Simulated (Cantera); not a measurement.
A freely propagating, adiabatic, planar premixed flame of H2 : O2 : N2 : H2O = 1 : 0.333 : 1.25 : 0.14 (molar parts), equivalence ratio 1.5, unburnt at 400 K and 0.355 atm; multicomponent transport, grid criteria slope 0.08 and curve 0.16, no radiation.

Cantera simulation using the H2/O2 subset of GRI-Mech 3.0, which has no nitrogen chemistry; the numbers are that mechanism's predictions, not measurements. Burning velocities carry a grid error of a few per cent, more on coarse grids.

Q: Predict: laminar burning velocity; thermal thickness; peak x(H2O2); peak x(O); peak x(HO2).

A: 
```
Item                        Result
------------------------  --------
laminar burning velocity  388 cm/s
thermal thickness          1.38 mm
peak x(H2O2)               3.97e-5
peak x(O)                  0.00581
peak x(HO2)               0.000256
```
